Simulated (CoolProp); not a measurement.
A simple Rankine cycle with n-perfluorohexane: condensing at 306.15 K, boiler at 0.415 MPa, turbine inlet 394.4 K, turbine efficiency 0.65, pump efficiency 0.7, no recuperator. Each further row changes one setting.

The numbers come from the reference Helmholtz-energy equation of state, Gao 2022 in CoolProp.

| case | thermal efficiency (%) | net work (kJ/kg) | heat in (kJ/kg) | turbine exit temperature (K) | volume ratio over the turbine |
|---|---|---|---|---|---|
| as stated | 7.8 | … | 165 | … | 11.1 |
| turbine inlet 414.4 K | 7.4 | 13.7 | 185 | … | 10.8 |
| condensing temperature 298.15 K | … | 14.8 | 173 | 373.1 | … |
| boiler pressure 0.29 MPa | … | … | 167 | 379.2 | 7.39 |
| turbine efficiency 0.55 | 6.6 | 10.8 | 165 | … | 11.1 |

**Question.** What belongs in the gaps?

**Answer.** 
- as stated, net work (kJ/kg): 12.9
- as stated, turbine exit temperature (K): 375.4
- turbine inlet 414.4 K, turbine exit temperature (K): 395.6
- condensing temperature 298.15 K, thermal efficiency (%): 8.5
- condensing temperature 298.15 K, volume ratio over the turbine: 15.5
- boiler pressure 0.29 MPa, thermal efficiency (%): 6.7
- boiler pressure 0.29 MPa, net work (kJ/kg): 11.2
- turbine efficiency 0.55, turbine exit temperature (K): 377.5
